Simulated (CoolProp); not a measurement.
Vapour-liquid equilibrium of ethylene (1) + isobutane (2) at 251.2 K; x and y are mole fractions of (1).

Values from CoolProp's multi-fluid Helmholtz-energy mixture model, Smukala 2000 and Bücker 2006; pair parameters Bell 2016.

Problem. Give the bubble pressure and the first vapour's composition at x = 0.425, 0.5, 0.95. Is there an azeotrope?

Solution. x = 0.425: 881.0 kPa, y = 0.942; x = 0.5: 1050 kPa, y = 0.955; x = 0.95: 2236 kPa, y = 0.996. No azeotrope shows between x = 0.05 and 0.95.

Pair parameters are fitted to limited data, so mixtures are less certain than the pure fluids.
